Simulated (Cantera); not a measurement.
Carbon deposition, reforming and gasification: toluene + NH3 + N2 + CO2

Charge: 1 mol toluene, 0.011 mol NH3, 0.33 mol N2, 0.033 mol CO2, at 0.000280 bar.

Equilibrium computed with Cantera from the NASA thermochemical tables; the gas is ideal and each condensed phase is pure. Candidate condensed phases: C, C6H6, C7H8, C8H18, H2O; 136 gas species. Equilibrium is a limit: real reactors are often held back by kinetics, nucleation or transport.

| T (K) | log p H2 | log p H | log p C3 | log p C | log p N2 | log p C2 | log p CO | log p CN | n C(graphite) |
|---|---|---|---|---|---|---|---|---|---|
| 1498 | -3.59 | -6.56 | <-15 | <-15 | -4.67 | <-15 | -5.38 | -12.40 | 6.97 |
| 1648 | -3.60 | -5.85 | -15.15 | -14.52 | -4.68 | <-15 | -5.38 | -11.01 | 6.96 |
| 1798 | -3.60 | -5.26 | -12.97 | -12.62 | -4.68 | -14.05 | -5.38 | -9.86 | 6.96 |
| 1948 | -3.62 | -4.76 | -11.13 | -11.02 | -4.70 | -12.20 | -5.39 | -8.90 | 6.95 |
| 2098 | -3.68 | -4.35 | -9.56 | -9.64 | -4.72 | -10.63 | -5.41 | -8.08 | 6.93 |
| 2248 | -3.79 | -4.03 | -8.20 | -8.45 | -4.78 | -9.26 | -5.46 | -7.39 | 6.91 |
| 2398 | -3.99 | -3.80 | -7.02 | -7.41 | -4.85 | -8.07 | -5.52 | -6.80 | 6.87 |
| 2548 | -4.32 | -3.67 | -5.99 | -6.50 | -4.93 | -7.02 | -5.59 | -6.28 | 6.76 |
| 2698 | -4.76 | -3.63 | -5.07 | -5.68 | -5.01 | -6.09 | -5.65 | -5.83 | 5.94 |
| 2848 | -5.38 | -3.71 | -4.30 | -4.98 | -5.18 | -5.29 | -5.77 | -5.50 | 0 |
| 2998 | -5.83 | -3.72 | -4.39 | -4.60 | -5.22 | -5.09 | -5.79 | -5.40 | 0 |
log p: log10 of the partial pressure in bar; n: condensed amount in mol.

From 1498 K to 2698 K the condensed part is C(graphite). From 2848 K to 2998 K nothing is condensed. The main C-bearing gas is CO at 1498 K and C3 at 2998 K.
